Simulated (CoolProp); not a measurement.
Values from CoolProp's reference Helmholtz-energy equation of state, Lemmon 2006. It is a short technical equation, of lower accuracy than the large ones.

Problem. Give the vapour pressure (MPa), liquid density (kg/m³), enthalpy of vaporisation (kJ/kg), liquid cp (kJ/(kg K)) of saturated carbon monoxide at 98.6, 105, 108.3 K.

Solution. 
```
T (K)  p (MPa)  liquid density (kg/m³)  enthalpy of vaporisation (kJ/kg)  liquid cp (kJ/(kg K))
-----  -------  ----------------------  --------------------------------  ---------------------
98.6     0.490                     713                               187                   2.28
105      0.774                     678                               173                   2.41
108.3    0.960                     658                               166                   2.50
```
